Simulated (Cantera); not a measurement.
Input (Python, Cantera) and output of one run.

```python
import numpy as np
import cantera as ct

gas_names = """
    CL CLO CL2 H HCL HNO HNO2 HNO3 HOCL HO2 H2 H2O H2O2 N NH NH2 NH3 NH2OH NO NO2 NO3 N2 N2H2 N2H4 N2O O
    OH O2 O3 Si SiCL SiCL2 SiCL3 SiCL4 SiH SiHCL3 SiH2 SiH2CL2 SiH3 SiH3CL SiH4 SiN SiO SiO2 Si2 Si2N
    Si3
""".split()
cond_names = """
    H2O(s) H2O(L) NH4CL(a) NH4CL(b) Si(cr) Si(L) SiO2(Lqz) SiO2(hqz) SiO2(L) Si2N2O(s) Si3N4(a)
""".split()


def load(file, names, dense=False):
    # The tables refer to 1 bar. Condensed volumes are neglected.
    table = {s.name: s for s in ct.Species.list_from_file(file)}
    out = []
    for n in names:
        d = dict(table[n].input_data)
        d["thermo"] = dict(d["thermo"], **{"reference-pressure": 1e5})
        if dense:
            d["equation-of-state"] = {"model": "constant-volume", "density": "1e6 g/cm^3"}
        out.append(ct.Species.from_dict(d))
    return out


gas = ct.Solution(thermo="ideal-gas", species=load("nasa_gas.yaml", gas_names))
cond = {s.name: ct.Solution(thermo="fixed-stoichiometry", species=[s], name=s.name)
        for s in load("nasa_condensed.yaml", cond_names, dense=True)}
atoms = {
    'SiH2Cl2': {'Si': 1, 'H': 2, 'CL': 2},
    'NO': {'N': 1, 'O': 1},
    'N2': {'N': 2},
}
top_T = {'Si2N2O(s)': 2100, 'Si3N4(a)': 2400}  # K; cautious upper limits of use, not melting points


def equilibrate(T, P, feed):
    n = {}
    for name, mol in feed.items():
        for a, k in atoms[name].items():
            n[a] = n.get(a, 0.0) + k * mol
    gas.TPX = T, P, n
    mass = sum(n.values()) * gas.mean_molecular_weight
    gas.equilibrate("TP")
    valid = [c for c in cond.values() if c.min_temp <= T <= top_T.get(c.name, c.max_temp)]
    mix = ct.Mixture([(gas, mass / gas.mean_molecular_weight)] + [(c, 0.0) for c in valid])
    mix.T, mix.P = T, P
    mix.equilibrate("TP", solver="vcs", rtol=1e-11, max_steps=5000)
    return mix


results = []
feed = {'SiH2Cl2': 1, 'NO': 13, 'N2': 120}  # mol
P = 133.322  # Pa
for T in [1548, 1573, 1598, 1623, 1648, 1673, 1698, 1723, 1748, 1773, 1798, 1823]:
    mix = equilibrate(T, P, feed)
    results.append((T, P, feed, dict(zip(mix.species_names, mix.species_moles))))

top = {s: max(r[3][s] / sum(r[3][g] for g in gas_names) for r in results) for s in gas_names}
cols = sorted((s for s in top if top[s] > 0.001), key=lambda s: -top[s])[:8]
seen = [c for c in cond_names if any(r[3].get(c, 0) > 1e-12 for r in results)]
print("log10 of partial pressures in bar; condensed amounts in mol")
print(f"{'T/K':>10s}" + "".join(f"{s[:9]:>10s}" for s in cols + seen))
for T, P, feed, n in results:
    ng = sum(n[g] for g in gas_names)
    print(f"{T:10.4g}" + "".join(f"{np.log10(max(n[s] / ng * P / 1e5, 1e-99)):10.3f}" for s in cols)
          + "".join(f"{n.get(c, 0):10.4g}" for c in seen))
```

Output:

```
log10 of partial pressures in bar; condensed amounts in mol
       T/K        N2        O2       HCL        CL       H2O        NO SiO2(hqz)   SiO2(L)
      1548    -2.901    -4.282    -4.902    -5.135    -5.441    -6.014         1         0
      1573    -2.901    -4.283    -4.917    -5.111    -5.417    -5.966         1         0
      1598    -2.901    -4.285    -4.933    -5.087    -5.396    -5.919         1         0
      1623    -2.901    -4.287    -4.949    -5.065    -5.375    -5.874         1         0
      1648    -2.901    -4.288    -4.965    -5.045    -5.357    -5.830         1         0
      1673    -2.901    -4.290    -4.982    -5.025    -5.339    -5.788    0.9999         0
      1698    -2.901    -4.292    -5.000    -5.007    -5.323    -5.747         0    0.9999
      1723    -2.901    -4.294    -5.017    -4.990    -5.309    -5.707         0    0.9997
      1748    -2.901    -4.297    -5.036    -4.973    -5.296    -5.669         0    0.9995
      1773    -2.902    -4.299    -5.055    -4.958    -5.284    -5.631         0    0.9989
      1798    -2.902    -4.302    -5.074    -4.943    -5.274    -5.595         0    0.9979
      1823    -2.902    -4.305    -5.093    -4.929    -5.265    -5.560         0    0.9959
```

These are equilibrium values from Cantera (NASA tables, ideal gas, pure condensed phases), not measurements of a reactor. The tables hold silica as quartz up to 1696 K and as liquid above; real silica turns to tridymite and cristobalite and melts near 1996 K.
